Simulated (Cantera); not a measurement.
A perfectly stirred reactor is fed with CH4 : H2O = 1 : 3.3 (molar parts), at 1.00 atm; it is held at 1648 K, and followed from long to short residence time.

Model: GRI-Mech 3.0 (53 species, 325 reactions), integrated in Cantera.

Question: Predict: x(CH4) at τ = 1.80 s; x(H2O) at τ = 1.80 s; x(C2H6) at τ = 1.80 s; x(CH2) at τ = 1.80 s; x(CH4) at τ = 29.0 ms; x(H2O) at τ = 29.0 ms; x(C2H6) at τ = 29.0 ms; x(CH2) at τ = 29.0 ms.

Answer: 
```
Item                       Value
----------------------  --------
x(CH4) at τ = 1.80 s      0.0284
x(H2O) at τ = 1.80 s       0.439
x(C2H6) at τ = 1.80 s    7.17e-6
x(CH2) at τ = 1.80 s     1.82e-8
x(CH4) at τ = 29.0 ms      0.120
x(H2O) at τ = 29.0 ms      0.682
x(C2H6) at τ = 29.0 ms  0.000231
x(CH2) at τ = 29.0 ms    1.00e-7
```
